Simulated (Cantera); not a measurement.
What does this Cantera script print?

```python
import numpy as np
import cantera as ct

gas_names = """
    Cr CrN H H2 N NH NH2 NH3 N2 N2H2 N2H4
""".split()
cond_names = """
    Cr(cr) Cr(L) CrN(s) Cr2N(s)
""".split()


def load(file, names, dense=False):
    # The tables refer to 1 bar. Condensed volumes are neglected.
    table = {s.name: s for s in ct.Species.list_from_file(file)}
    out = []
    for n in names:
        d = dict(table[n].input_data)
        d["thermo"] = dict(d["thermo"], **{"reference-pressure": 1e5})
        if dense:
            d["equation-of-state"] = {"model": "constant-volume", "density": "1e6 g/cm^3"}
        out.append(ct.Species.from_dict(d))
    return out


gas = ct.Solution(thermo="ideal-gas", species=load("nasa_gas.yaml", gas_names))
cond = {s.name: ct.Solution(thermo="fixed-stoichiometry", species=[s], name=s.name)
        for s in load("nasa_condensed.yaml", cond_names, dense=True)}
atoms = {
    'Cr': {'Cr': 1},
    'NH3': {'N': 1, 'H': 3},
    'N2': {'N': 2},
}
top_T = {'CrN(s)': 1900, 'Cr2N(s)': 1900}  # K; cautious upper limits of use, not melting points


def equilibrate(T, P, feed):
    n = {}
    for name, mol in feed.items():
        for a, k in atoms[name].items():
            n[a] = n.get(a, 0.0) + k * mol
    gas.TPX = T, P, n
    mass = sum(n.values()) * gas.mean_molecular_weight
    gas.equilibrate("TP")
    valid = [c for c in cond.values() if c.min_temp <= T <= top_T.get(c.name, c.max_temp)]
    mix = ct.Mixture([(gas, mass / gas.mean_molecular_weight)] + [(c, 0.0) for c in valid])
    mix.T, mix.P = T, P
    mix.equilibrate("TP", solver="vcs", rtol=1e-11, max_steps=5000)
    return mix


results = []
feed = {'Cr': 1, 'NH3': 3.1, 'N2': 17}  # mol
P = 133.322  # Pa
for T in [948, 1148, 1348, 1548, 1748, 1948, 2148, 2348]:
    mix = equilibrate(T, P, feed)
    results.append((T, P, feed, dict(zip(mix.species_names, mix.species_moles))))
    x = sorted(zip(gas.X, gas.species_names), reverse=True)
    print(f"T = {T:g} K  P = {P:g} Pa  gas = {mix.phase_moles(0):.4g} mol")
    print("   x: " + "  ".join(f"{s} {v:.3e}" for v, s in x if v > 1e-06))
    print("   condensed (mol): " + ("  ".join(f"{mix.phase(i).name} {mix.phase_moles(i):.4g}"
          for i in range(1, mix.n_phases) if mix.phase_moles(i) > 1e-12) or "none"))
```

It prints:

```
T = 948 K  P = 133.322 Pa  gas = 22.7 mol
   x: N2 7.952e-01  H2 2.048e-01
   condensed (mol): CrN(s) 1
T = 1148 K  P = 133.322 Pa  gas = 22.95 mol
   x: N2 7.974e-01  H2 2.026e-01
   condensed (mol): Cr2N(s) 0.5
T = 1348 K  P = 133.322 Pa  gas = 23.2 mol
   x: N2 7.995e-01  H2 2.004e-01  H 2.837e-05  Cr 1.282e-05
   condensed (mol): Cr(cr) 0.9997
T = 1548 K  P = 133.322 Pa  gas = 23.23 mol
   x: N2 7.985e-01  H2 2.000e-01  Cr 1.097e-03  H 3.771e-04
   condensed (mol): Cr(cr) 0.9745
T = 1748 K  P = 133.322 Pa  gas = 24.02 mol
   x: N2 7.723e-01  H2 1.922e-01  Cr 3.275e-02  H 2.743e-03
   condensed (mol): Cr(cr) 0.2134
T = 1948 K  P = 133.322 Pa  gas = 24.36 mol
   x: N2 7.614e-01  H2 1.842e-01  Cr 4.105e-02  H 1.328e-02
   condensed (mol): none
T = 2148 K  P = 133.322 Pa  gas = 24.77 mol
   x: N2 7.488e-01  H2 1.645e-01  H 4.630e-02  Cr 4.037e-02
   condensed (mol): none
T = 2348 K  P = 133.322 Pa  gas = 25.72 mol
   x: N2 7.213e-01  H2 1.218e-01  H 1.180e-01  Cr 3.888e-02  N 1.519e-06
   condensed (mol): none
```

These are equilibrium values from Cantera (NASA tables, ideal gas, pure condensed phases), not measurements of a reactor.
